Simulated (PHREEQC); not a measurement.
## Reverse-osmosis permeate

Model water analysis in mmol/kgw, 25 °C, pH 5.84, pe -0.6:

```csv
constituent,mmol/kgw
Na,0.0471
K,0.00385
Ca,0.0768
Mg,0.166
Cl,0.0656
S(6),0.11
Alkalinity (meq/kgw),0.25
N(-3),0.000143
Ba,0.000155
Fe(2),0.00655
```

Valence states are taken as typed.

Model: ion-association model, wateq4f.dat, run in PHREEQC.

Precipitation was switched off in this run.

### Question
Predict the charge-balance error.

### Answer
charge-balance error 1.4 %.

### Question
In which forms is Ba present?

### Answer
Ba+2 96 %, BaSO4 3.9 % of the Ba.
